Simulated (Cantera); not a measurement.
An adiabatic, constant-volume homogeneous reactor starts with CH₄ : C₂H₆ : C₃H₈ : O₂ : N₂ : CO₂ = 1 : 0.066 : 0.4 : 5.04 : 18.9 : 0.049 (molar parts), equivalence ratio 0.84, at 1400 K and 10.0 bar.

Cantera simulation using GRI-Mech 3.0 (53 species, 325 reactions); the numbers are that mechanism's predictions, not measurements. GRI-Mech 3.0 was tuned for natural gas; its chemistry of propane as a main component is partial and can be far from experiment. Above 3000 K some thermodynamic fits are extrapolated.

Problem. Predict: time of steepest temperature rise; temperature at 3.00 s; equilibrium temperature; x(H) at 3.00 s; x(H₂O) at 3.00 s; x(H₂O₂) at 3.00 s.

Solution. 
| Quantity | Value |
|---|---|
| time of steepest temperature rise | 78.1 µs |
| temperature at 3.00 s | 2997 K |
| equilibrium temperature | 2997 K |
| x(H) at 3.00 s | 0.00273 (gas-phase equilibrium 0.00273) |
| x(H₂O) at 3.00 s | 0.127 (gas-phase equilibrium 0.127) |
| x(H₂O₂) at 3.00 s | 1.84e-6 (gas-phase equilibrium 1.84e-6) |
